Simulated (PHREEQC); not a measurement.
**Sulfide liquor: an equilibrium model**

Solution (25 °C): 0.001 mol/kgw Na2S, 0.19 mol/kgw HCl and 0.00029 mol/kgw MnCl2. Closed to the air; pH follows from the charge balance.

Computed with PHREEQC (ion-association model, wateq4f.dat).

No solid was allowed to form.

### Question
Predict the pH.

### Answer
pH 0.82.

### Question
In which forms is Mn present?

### Answer
Mn+2 79 %, MnCl+ 20 %, MnCl2 0.8 % of the Mn.

Complexes and solids missing from the database can't appear. The polysulfide entries of wateq4f.dat were taken out for this run.
